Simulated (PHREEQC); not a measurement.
Dissolve 0.07 mol/kgw H2SO4, 5e-05 mol/kgw KNO3 and 0.00011 mol/kgw CuSO4 at 25 °C. Closed to the air; pH follows from the charge balance.

The numbers come from PHREEQC with the ion-association model, phreeqc.dat.

### Question
The ionic strength comes out as 0.103 mol/kgw. What activity coefficients do H+, HSO4-, SO4-2, NO3-, K+ get?

### Answer
H+ 0.82, HSO4- 0.78, SO4-2 0.37, NO3- 0.75, K+ 0.76.

Precipitation was switched off in this run.
